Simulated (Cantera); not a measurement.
A Cantera script and its output.

```python
import numpy as np
import cantera as ct

gas = ct.Solution("gri30.yaml")
gas.TPX = 573, 1000000, {'CH4': 1, 'O2': 1.33, 'N2': 5.01}
flame = ct.FreeFlame(gas, width=0.008)
flame.set_refine_criteria(ratio=3, slope=0.08, curve=0.16)
flame.transport_model = "mixture-averaged"
flame.solve(loglevel=0, auto=True)
z, T = flame.grid, flame.T
thick = (T[-1] - T[0]) / np.gradient(T, z).max()
show = ['CH4', 'O2', 'N2O', 'CO', 'C2H', 'CO2']
print(f"laminar burning velocity  {flame.velocity[0] * 100:.3f} cm/s")
print(f"burnt temperature         {T[-1]:.1f} K")
print(f"thermal thickness         {thick * 1e3:.4f} mm")
print(f"grid points               {len(z)}")
z0 = z[flame.heat_release_rate.argmax()]
print(f"{'z/mm':>9s}{'T/K':>9s}{'u/(m/s)':>9s}" + "".join(f"{s:>11s}" for s in show))
rows = []
for k in (-3, -2, -1.5, -1, -0.5, -0.25, 0, 0.25, 0.5, 1, 2, 4, 8):
    zz = z0 + k * thick
    rows.append([k * thick, np.interp(zz, z, T), np.interp(zz, z, flame.velocity),
                 *(np.interp(zz, z, flame.X[gas.species_index(s)]) for s in show)])
    print(f"{rows[-1][0] * 1e3:9.3f}{rows[-1][1]:9.1f}{rows[-1][2]:9.3f}" + "".join(f"{x:11.3e}" for x in rows[-1][3:]))
```

Output:

```
laminar burning velocity  21.592 cm/s
burnt temperature         2098.9 K
thermal thickness         0.1408 mm
grid points               133
     z/mm      T/K  u/(m/s)        CH4         O2        N2O         CO        C2H        CO2
   -0.422    574.3    0.217  1.355e-01  1.804e-01  1.096e-11  2.804e-05  4.548e-25  2.065e-06
   -0.282    585.1    0.223  1.337e-01  1.787e-01  1.697e-10  2.901e-04  1.302e-21  3.133e-05
   -0.211    614.8    0.235  1.305e-01  1.756e-01  8.106e-10  1.098e-03  1.200e-19  1.478e-04
   -0.141    742.9    0.288  1.193e-01  1.637e-01  5.492e-09  5.285e-03  2.557e-16  9.832e-04
   -0.070   1179.4    0.467  8.332e-02  1.184e-01  3.593e-08  2.398e-02  4.485e-11  6.292e-03
   -0.035   1543.5    0.619  5.193e-02  7.518e-02  7.453e-08  4.351e-02  7.525e-09  1.314e-02
    0.000   1875.3    0.760  2.321e-02  3.212e-02  9.153e-08  6.358e-02  2.447e-07  2.208e-02
    0.035   2039.8    0.831  1.047e-02  1.038e-02  5.026e-08  7.258e-02  8.220e-07  2.900e-02
    0.070   2094.8    0.854  6.486e-03  3.490e-03  2.040e-08  7.474e-02  8.590e-07  3.287e-02
    0.141   2117.4    0.864  4.049e-03  5.553e-04  4.626e-09  7.557e-02  5.992e-07  3.630e-02
    0.282   2116.3    0.865  2.531e-03  3.304e-05  1.779e-09  7.701e-02  3.924e-07  3.816e-02
    0.563   2109.9    0.865  1.471e-03  3.426e-07  1.574e-09  8.029e-02  2.195e-07  3.833e-02
    1.126   2104.1    0.866  7.237e-04  1.695e-07  1.712e-09  8.406e-02  7.776e-08  3.760e-02
```

Computed with Cantera and GRI-Mech 3.0 (53 species, 325 reactions). Burning velocities carry a grid error of a few per cent, more on coarse grids.
